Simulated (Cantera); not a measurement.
Input: 1 mol Fe, 3.3 mol NH3, 60 mol N2, at 5.80 bar.

Cantera equilibrium calculation (NASA polynomials, part measured and part estimated; ideal gas, pure solids and liquids). Candidate condensed phases: Fe; 10 gas species. Kinetics and transport are ignored.

x: gas mole fraction; n: condensed amount in mol.

| T (K) | x N2 | x H2 | x NH3 | x H | x Fe | x NH2 | n Fe(α) | n Fe(γ) |
|---|---|---|---|---|---|---|---|---|
| 900 | 0.926 | 0.0741 | 0.000136 | 1.32e-11 | <1e-12 | <1e-12 | 1.00 | 0 |
| 1000 | 0.926 | 0.0742 | 6.57e-5 | 2.57e-10 | <1e-12 | <1e-12 | 1.00 | 0 |
| 1100 | 0.926 | 0.0743 | [?] | [?] | <1e-12 | [?] | 1.00 | 0 |
| 1200 | 0.926 | 0.0743 | 2.16e-5 | 2.23e-8 | 8.56e-12 | 1.26e-11 | 0 | 1.00 |
| 1300 | 0.926 | 0.0743 | [?] | [?] | [?] | [?] | 0 | 1.00 |
| 1400 | 0.926 | 0.0743 | 9.67e-6 | 5.51e-7 | 2.64e-9 | 1.75e-10 | 0 | 1.00 |
| 1500 | 0.926 | 0.0743 | 7.00e-6 | 1.99e-6 | 2.59e-8 | 5.02e-10 | 0 | 1.000 |
| 1600 | 0.926 | 0.0743 | 5.28e-6 | 6.15e-6 | 1.89e-7 | 1.26e-9 | 0 | 1.000 |

Task: Fill in the missing entries.

Result: 
- 1300, x NH3: 1.40e-5
- 1300, x H: 1.25e-7
- 1300, x Fe: 1.88e-10
- 1300, x NH2: 5.20e-11
- 1100, x NH3: 3.59e-5
- 1100, x H: 2.93e-9
- 1100, x NH2: 2.35e-12
